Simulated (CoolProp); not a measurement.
R1336mzz(Z) along the isotherm 498.7 K: Z from the reference equation and from simpler models built on Tc = 444.5 K, pc = 29.04 bar, ω = 0.386; each cubic takes its own stable root.

The numbers come from the reference Helmholtz-energy equation of state, McLinden 2020 in CoolProp.

```csv
p (bar),phase,reference
3.96,gas,0.9680
7.92,gas,0.9348
11.9,gas,0.9003
15.8,gas,0.8653
19.8,gas,0.8279
23.8,gas,0.7891
27.7,gas,0.7499
31.7,supercritical,0.7081
35.6,supercritical,0.6662
39.6,supercritical,0.6224
43.6,supercritical,0.5790
```

Problem. How far does each simpler model (Soave-Redlich-Kwong, Peng-Robinson) lie from the reference over these 11 states: mean and median of the absolute difference, and the worst?

Solution. 
- Soave-Redlich-Kwong: mean 2.6 %, median 1.8 %, worst +7.5 % at 498.7 K and 43.6 bar
- Peng-Robinson: mean 0.9 %, median 0.9 %, worst +1.8 % at 498.7 K and 43.6 bar
